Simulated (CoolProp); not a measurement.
The fluid at 298.15 K and 0.143 MPa is compressed adiabatically to 0.976 MPa with isentropic efficiency 0.9. The same conditions are run with several fluids, on thermodynamics alone (safety and materials aside).

Model: reference Helmholtz-energy equation of state of each fluid (propyne: Polt 1992; sulfur hexafluoride: Guder 2009; R407C: Lemmon 2003; ethylene: Smukala 2000; cyclopropane: Polt 1992), in CoolProp. The equations of Platzer and Polt are older, rougher fits. Blends and air are pseudo-pure fits.

Q: Rank propyne, sulfur hexafluoride, R407C, ethylene, cyclopropane by work (kJ/kg), highest first.

A: ethylene (223), propyne (144), cyclopropane (138), R407C (65.9), sulfur hexafluoride (38.0)

```json
[
 {"fluid": "propyne", "final temperature (K)": "392.9", "final density (kg/m³)": "12.8"},
 {"fluid": "sulfur hexafluoride", "final temperature (K)": "356.7", "final density (kg/m³)": "51.2"},
 {"fluid": "R407C", "final temperature (K)": "379.8", "final density (kg/m³)": "28.5"},
 {"fluid": "ethylene", "final temperature (K)": "428.1", "final density (kg/m³)": "7.82"},
 {"fluid": "cyclopropane", "final temperature (K)": "393.9", "final density (kg/m³)": "13.4"}
]
```
